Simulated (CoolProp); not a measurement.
Properties of dry air at several states.

Computed with CoolProp (reference Helmholtz-energy equation of state, Lemmon 2000). It is a pseudo-pure fit of the blend.

| T (K) | p (kPa) | phase | isothermal compressibility (1/MPa) | conductivity (mW/(m K)) | Prandtl number | fugacity coefficient |
|---|---|---|---|---|---|---|
| 149.2 | 23.2 | gas | 43.17 | 14.0 | 0.739 | 0.9986 |
| 614.1 | 99.3 | gas | 10.07 | 46.8 | 0.704 | 1.000 |
| 953.3 | 23.8 | gas | 42.01 | 65.3 | 0.727 | 1.000 |
| 67.2 | 538 | liquid | 0.001936 | 160 | 3.18 | 0.03241 |
| 898.6 | 1750 | gas | 0.5681 | 62.6 | 0.725 | 1.006 |

Viscosity comes from a separate model (Lemmon 2004). Thermal conductivity comes from a separate model (Lemmon 2004).
